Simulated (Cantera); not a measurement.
## Thermodynamics of oxide etching and cleaning by halides, feed Fe2O3 + Cl2

Input: 1 mol Fe2O3, 1.1 mol Cl2, held at 10.0 mbar.

Equilibrium computed with Cantera from the NASA thermochemical tables; the gas is ideal and each condensed phase is pure. Candidate condensed phases: Fe, FeCl2, FeCl3, FeO, Fe2O3, Fe3O4; 13 gas species. The numbers say what is thermodynamically allowed, not how fast it happens.

```json
[
 {"T (K)": "1173", "x Cl2": "0.527", "x FeCl2": "0.0658", "x O2": "0.192", "x FeCl3": "0.189", "x Cl": "0.0257", "x Fe2Cl4": "3.95e-5", "n Fe2O3(s)": "0.842", "n Fe3O4(s)": "0"},
 {"T (K)": "1223", "x Cl2": "0.405", "x FeCl2": "0.123", "x O2": "0.239", "x FeCl3": "0.195", "x Cl": "0.0381", "x Fe2Cl4": "7.61e-5", "n Fe2O3(s)": "0.792", "n Fe3O4(s)": "0"},
 {"T (K)": "1273", "x Cl2": "0.287", "x FeCl2": "0.201", "x O2": "0.283", "x FeCl3": "0.176", "x Cl": "0.0520", "x Fe2Cl4": "0.000119", "n Fe2O3(s)": "0.733", "n Fe3O4(s)": "0"},
 {"T (K)": "1323", "x Cl2": "0.186", "x FeCl2": "0.290", "x O2": "0.321", "x FeCl3": "0.138", "x Cl": "0.0655", "x Fe2Cl4": "0.000149", "n Fe2O3(s)": "0.671", "n Fe3O4(s)": "0"},
 {"T (K)": "1373", "x Cl2": "0.111", "x FeCl2": "0.370", "x O2": "0.348", "x FeCl3": "0.0942", "x Cl": "0.0766", "x Fe2Cl4": "0.000152", "n Fe2O3(s)": "0.613", "n Fe3O4(s)": "0"},
 {"T (K)": "1423", "x Cl2": "0.0622", "x FeCl2": "0.429", "x O2": "0.366", "x FeCl3": "0.0583", "x Cl": "0.0844", "x Fe2Cl4": "0.000133", "n Fe2O3(s)": "0.568", "n Fe3O4(s)": "0"},
 {"T (K)": "1473", "x Cl2": "0.0340", "x FeCl2": "0.466", "x O2": "0.376", "x FeCl3": "0.0342", "x Cl": "0.0895", "x Fe2Cl4": "0.000105", "n Fe2O3(s)": "0.538", "n Fe3O4(s)": "0"},
 {"T (K)": "1523", "x Cl2": "0.0197", "x FeCl2": "0.461", "x O2": "0.404", "x FeCl3": "0.0191", "x Cl": "0.0955", "x Fe2Cl4": "7.08e-5", "n Fe2O3(s)": "0", "n Fe3O4(s)": "0.351"},
 {"T (K)": "1573", "x Cl2": "0.0120", "x FeCl2": "0.470", "x O2": "0.404", "x FeCl3": "0.0115", "x Cl": "0.102", "x Fe2Cl4": "5.19e-5", "n Fe2O3(s)": "0", "n Fe3O4(s)": "0.346"}
]
```
x: gas mole fraction; n: condensed amount in mol.

From 1173 K to 1473 K the condensed part is Fe2O3(s). From 1523 K to 1573 K the condensed part is Fe3O4(s). The main Fe-bearing gas is FeCl3 at 1173 K and FeCl2 at 1573 K. The share of Fe in condensed phases is highest at 1173 K (84.2 %) and lowest at 1573 K (51.9 %).
